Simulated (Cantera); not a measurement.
A perfectly stirred reactor is fed with NO : N2 = 1 : 0.12 (molar parts), at 0.0620 bar; it is held at 1675 K, and followed from long to short residence time.

Detailed kinetics in Cantera: GRI-Mech 3.0 (53 species, 325 reactions).

What does this change do: temperature 1675 to 1998 K?


| quantity | before | after |
|---|---|---|
| x(NO) at τ = 30.0 s | 0.733 | 0.116 |
| x(N2O) at τ = 30.0 s | 0.000176 | 3.75e-6 |
| x(O) at τ = 30.0 s | 4.28e-5 | 0.00167 |
| x(O2) at τ = 30.0 s | 0.0797 | 0.387 |
| x(NO2) at τ = 30.0 s | 0.000365 | 6.77e-5 |
| x(NO) at τ = 0.130 s | 0.892 | 0.870 |
| x(N2O) at τ = 0.130 s | 0.000174 | 0.000281 |
| x(O) at τ = 0.130 s | 1.36e-5 | 0.000487 |
| x(O2) at τ = 0.130 s | 0.000324 | 0.0111 |
| x(NO2) at τ = 0.130 s | 9.39e-5 | 0.000104 |

What does this change do: temperature 1675 to 1548 K?


```json
[
 {"quantity": "x(NO) at τ = 30.0 s", "before": "0.733", "after": "0.847"},
 {"quantity": "x(N2O) at τ = 30.0 s", "before": "0.000176", "after": "0.000227"},
 {"quantity": "x(O) at τ = 30.0 s", "before": "4.28e-5", "after": "5.71e-6"},
 {"quantity": "x(O2) at τ = 30.0 s", "before": "0.0797", "after": "0.0226"},
 {"quantity": "x(NO2) at τ = 30.0 s", "before": "0.000365", "after": "0.000321"},
 {"quantity": "x(NO) at τ = 0.130 s", "before": "0.892", "after": "0.893"},
 {"quantity": "x(N2O) at τ = 0.130 s", "before": "0.000174", "after": "7.64e-5"},
 {"quantity": "x(O) at τ = 0.130 s", "before": "1.36e-5", "after": "2.02e-6"},
 {"quantity": "x(O2) at τ = 0.130 s", "before": "0.000324", "after": "3.64e-5"},
 {"quantity": "x(NO2) at τ = 0.130 s", "before": "9.39e-5", "after": "6.62e-5"}
]
```
